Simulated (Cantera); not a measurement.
**Premixed flame**

A freely propagating, adiabatic, planar premixed flame of H2 : O2 : N2 : H2O = 1 : 0.185 : 0.696 : 0.16 (molar parts), equivalence ratio 2.7, unburnt at 523 K and 9.87 atm; mixture-averaged transport, grid criteria slope 0.08 and curve 0.16, no radiation.

Cantera simulation using the H2/O2 subset of GRI-Mech 3.0, which has no nitrogen chemistry; the numbers are that mechanism's predictions, not measurements. The hydrogen kinetics of GRI-Mech 3.0 are dated; newer H2 mechanisms differ, most at raised pressure. Burning velocities carry a grid error of a few per cent, more on coarse grids.

| z (mm) | T (K) | u (m/s) | x H2 | x O2 | x H2O | x H | x O | x HO2 |
|---|---|---|---|---|---|---|---|---|
| -0.0894 | 523 | 3.11 | 0.490 | 0.0907 | 0.0784 | <1e-8 | <1e-8 | 1.94e-8 |
| -0.0596 | 524 | 3.12 | 0.489 | 0.0908 | 0.0786 | <1e-8 | <1e-8 | 3.20e-7 |
| -0.0447 | 528 | 3.13 | 0.487 | 0.0911 | 0.0789 | <1e-8 | <1e-8 | 1.97e-6 |
| -0.0298 | 552 | 3.23 | 0.480 | 0.0921 | 0.0808 | <1e-8 | 4.16e-8 | 3.15e-5 |
| -0.0149 | 750 | 4.22 | 0.449 | 0.0904 | 0.0990 | 3.67e-5 | 5.68e-6 | 0.000877 |
| -0.00745 | 1055 | 5.80 | 0.416 | 0.0755 | 0.138 | 0.00117 | 7.43e-5 | 0.00110 |
| 0 | 1373 | 7.47 | 0.380 | 0.0498 | 0.191 | 0.00554 | 0.000258 | 0.000537 |
| 0.00745 | 1580 | 8.57 | 0.353 | 0.0263 | 0.236 | 0.0108 | 0.000303 | 0.000243 |
| 0.0149 | 1691 | 9.17 | 0.337 | 0.0122 | 0.262 | 0.0136 | 0.000200 | 0.000105 |
| 0.0298 | 1780 | 9.65 | 0.328 | 0.00254 | 0.280 | 0.0135 | 6.16e-5 | 2.06e-5 |
| 0.0596 | 1834 | 9.92 | 0.329 | 0.000211 | 0.286 | 0.00971 | 1.58e-5 | 1.62e-6 |
| 0.119 | 1868 | 10.1 | 0.331 | 9.35e-6 | 0.287 | 0.00567 | 4.95e-6 | 8.10e-8 |
| 0.239 | 1888 | 10.2 | 0.333 | 8.13e-7 | 0.287 | 0.00295 | 1.37e-6 | <1e-8 |
x: mole fraction of selected species; z is measured from the peak of heat release.

```
Property                     Result
------------------------  ---------
laminar burning velocity   311 cm/s
thermal thickness         0.0298 mm
peak x(H)                    0.0141
peak x(O)                  0.000314
peak x(HO2)                 0.00125
grid points                     107
```
